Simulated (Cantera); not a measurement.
Input: 1 mol Si, 1.6 mol HCl, 11 mol N2, held at 798 K and 62.3 Torr.

These are equilibrium values from Cantera (NASA tables, ideal gas, pure condensed phases), not measurements of a reactor. Candidate condensed phases: NH4Cl, Si, Si3N4; 28 gas species. N2 is the only nitrogen source here; it is nearly inert below about 1500 K, so the nitride shown seldom forms there in practice. Rates play no part.

Base state: N2 0.880, HCl 0.0753, H2 0.0297, SiCl4 0.0149 (mole fractions); condensed: Si3N4(s).

Q: What changes in the equilibrium state with this change: temperature from 798 K to 1373 K?

A: 
| species | before | after |
|---|---|---|
| N2 | 0.880 | 0.875 |
| HCl | 0.0753 | 0.0925 |
| H2 | 0.0297 | 0.0208 |
| SiCl4 | 0.0149 | 0.00843 |
| SiCl2 | <1e-9 | 0.00143 |
| SiCl3 | 6.91e-8 | 0.00162 |
| Si3N4(s), mol | 0.275 | 0.287 |
The tables' values for SiCl3 are old estimates; treat these amounts as uncertain.
